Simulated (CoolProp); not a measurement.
Ethylene along the isobar 6.4 MPa: Z from the reference equation and from simpler models built on Tc = 9.2 °C, pc = 5.042 MPa, ω = 0.087; each cubic takes its own stable root.

Model: reference Helmholtz-energy equation of state, Smukala 2000, in CoolProp.

```json
[
 {"T (°C)": "-157.85", "phase": "liquid", "reference": "0.2910", "van der Waals": "0.4472", "Redlich-Kwong": "0.3021", "Soave-Redlich-Kwong": "0.3039", "Peng-Robinson": "0.2710"},
 {"T (°C)": "-140.65", "phase": "liquid", "reference": "0.2620", "van der Waals": "0.3998", "Redlich-Kwong": "0.2711", "Soave-Redlich-Kwong": "0.2721", "Peng-Robinson": "0.2423"},
 {"T (°C)": "-123.45", "phase": "liquid", "reference": "0.2405", "van der Waals": "0.3645", "Redlich-Kwong": "0.2484", "Soave-Redlich-Kwong": "0.2488", "Peng-Robinson": "0.2212"},
 {"T (°C)": "-106.15", "phase": "liquid", "reference": "0.2241", "van der Waals": "0.3376", "Redlich-Kwong": "0.2317", "Soave-Redlich-Kwong": "0.2316", "Peng-Robinson": "0.2055"},
 {"T (°C)": "-88.95", "phase": "liquid", "reference": "0.2119", "van der Waals": "0.3173", "Redlich-Kwong": "0.2199", "Soave-Redlich-Kwong": "0.2192", "Peng-Robinson": "0.1943"},
 {"T (°C)": "-71.75", "phase": "liquid", "reference": "0.2030", "van der Waals": "0.3024", "Redlich-Kwong": "0.2122", "Soave-Redlich-Kwong": "0.2109", "Peng-Robinson": "0.1868"},
 {"T (°C)": "-54.55", "phase": "liquid", "reference": "0.1971", "van der Waals": "0.2922", "Redlich-Kwong": "0.2083", "Soave-Redlich-Kwong": "0.2066", "Peng-Robinson": "0.1829"},
 {"T (°C)": "-37.35", "phase": "liquid", "reference": "0.1945", "van der Waals": "0.2867", "Redlich-Kwong": "0.2087", "Soave-Redlich-Kwong": "0.2067", "Peng-Robinson": "0.1831"},
 {"T (°C)": "-20.05", "phase": "liquid", "reference": "0.1962", "van der Waals": "0.2870", "Redlich-Kwong": "0.2152", "Soave-Redlich-Kwong": "0.2130", "Peng-Robinson": "0.1891"},
 {"T (°C)": "-2.85", "phase": "liquid", "reference": "0.2057", "van der Waals": "0.2966", "Redlich-Kwong": "0.2330", "Soave-Redlich-Kwong": "0.2312", "Peng-Robinson": "0.2066"},
 {"T (°C)": "14.35", "phase": "supercritical", "reference": "0.2471", "van der Waals": "0.3297", "Redlich-Kwong": "0.2904", "Soave-Redlich-Kwong": "0.2933", "Peng-Robinson": "0.2677"},
 {"T (°C)": "31.55", "phase": "supercritical", "reference": "0.5273", "van der Waals": "0.4908", "Redlich-Kwong": "0.5259", "Soave-Redlich-Kwong": "0.5422", "Peng-Robinson": "0.5117"}
]
```
